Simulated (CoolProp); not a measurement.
Vapour-liquid equilibrium of CH2F2 (R32) (1) + R1234ze(E) (2) at 1900 kPa; x and y are mole fractions of (1).

Model: multi-fluid Helmholtz-energy mixture model, Tillner-Roth 1997 and Thol 2016; pair parameters Bell 2023, in CoolProp.

Q: Give the bubble temperature and the first vapour's composition at x = 0.2, 0.35, 0.5. Is there an azeotrope?

A: x = 0.2: 62.6 °C, y = 0.358; x = 0.35: 53.6 °C, y = 0.550; x = 0.5: 46.4 °C, y = 0.691. No azeotrope shows between x = 0.05 and 0.95.

Pair parameters are fitted to limited data, so mixtures are less certain than the pure fluids.
